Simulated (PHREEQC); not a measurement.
Consider water at 25 °C with 0.057 mol/kgw Ca(NO3)2. Closed to the air; pH follows from the charge balance.

The numbers come from PHREEQC with the ion-association model, phreeqc.dat.

This is a speciation only: nothing precipitates in the calculation.

**Question.** What specific conductance does the model give?

**Answer.** specific conductance 10800 µS/cm.
